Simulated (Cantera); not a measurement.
A Cantera script and what it prints.

```python
import numpy as np
import cantera as ct

gas_names = """
    CL CL2 H HCL H2 Si SiCL SiCL2 SiCL3 SiCL4 SiH SiHCL3 SiH2 SiH2CL2 SiH3 SiH3CL SiH4 Si2 Si3
""".split()
cond_names = """
    Si(cr) Si(L)
""".split()


def load(file, names, dense=False):
    # The tables refer to 1 bar. Condensed volumes are neglected.
    table = {s.name: s for s in ct.Species.list_from_file(file)}
    out = []
    for n in names:
        d = dict(table[n].input_data)
        d["thermo"] = dict(d["thermo"], **{"reference-pressure": 1e5})
        if dense:
            d["equation-of-state"] = {"model": "constant-volume", "density": "1e6 g/cm^3"}
        out.append(ct.Species.from_dict(d))
    return out


gas = ct.Solution(thermo="ideal-gas", species=load("nasa_gas.yaml", gas_names))
cond = {s.name: ct.Solution(thermo="fixed-stoichiometry", species=[s], name=s.name)
        for s in load("nasa_condensed.yaml", cond_names, dense=True)}
atoms = {
    'Si': {'Si': 1},
    'H2': {'H': 2},
    'Cl2': {'CL': 2},
}
top_T = {}  # K; cautious upper limits of use, not melting points


def equilibrate(T, P, feed):
    n = {}
    for name, mol in feed.items():
        for a, k in atoms[name].items():
            n[a] = n.get(a, 0.0) + k * mol
    gas.TPX = T, P, n
    mass = sum(n.values()) * gas.mean_molecular_weight
    gas.equilibrate("TP")
    valid = [c for c in cond.values() if c.min_temp <= T <= top_T.get(c.name, c.max_temp)]
    mix = ct.Mixture([(gas, mass / gas.mean_molecular_weight)] + [(c, 0.0) for c in valid])
    mix.T, mix.P = T, P
    mix.equilibrate("TP", solver="vcs", rtol=1e-11, max_steps=5000)
    return mix


results = []
feed = {'Si': 1, 'H2': 5.9, 'Cl2': 1.2}  # mol
T = 1123  # K
P = 10000  # Pa
mix = equilibrate(T, P, feed)
results.append((T, P, feed, dict(zip(mix.species_names, mix.species_moles))))
print(gas.report(threshold=1e-06))
for i in range(1, mix.n_phases):
    print(f"{mix.phase(i).name:16s} {mix.phase_moles(i):12.5e} mol")
```

Result:

```
       temperature   1123 K
          pressure   10000 Pa
           density   0.018516 kg/m^3
  mean mol. weight   17.289 kg/kmol
   phase of matter   gas

                          1 kg             1 kmol
                     ---------------   ---------------
          enthalpy       -1.5416e+06       -2.6653e+07  J
   internal energy       -2.0817e+06        -3.599e+07  J
           entropy             12787        2.2107e+05  J/K
    Gibbs function       -1.5901e+07       -2.7492e+08  J
 heat capacity c_p            2146.1             37104  J/K
 heat capacity c_v            1665.2             28789  J/K

                      mass frac. Y      mole frac. X     chem. pot. / RT
                     ---------------   ---------------   ---------------
               HCL           0.09349          0.044334           -39.885
                H2           0.10102           0.86634           -20.248
             SiCL2          0.027437         0.0047922           -63.431
             SiCL3          0.037131         0.0047752           -93.192
             SiCL4           0.58093           0.05912           -122.95
            SiHCL3           0.15521          0.019812           -103.32
           SiH2CL2         0.0047506        0.00081319           -83.679
            SiH3CL        3.4331e-05        8.9175e-06           -64.042
     [  +11 minor]        1.0182e-07        1.7525e-07

Si(cr)            4.13958e-01 mol
```

Equilibrium computed with Cantera from the NASA thermochemical tables; the gas is ideal and each condensed phase is pure. The tables' values for SiCl3 are old estimates; treat these amounts as uncertain.
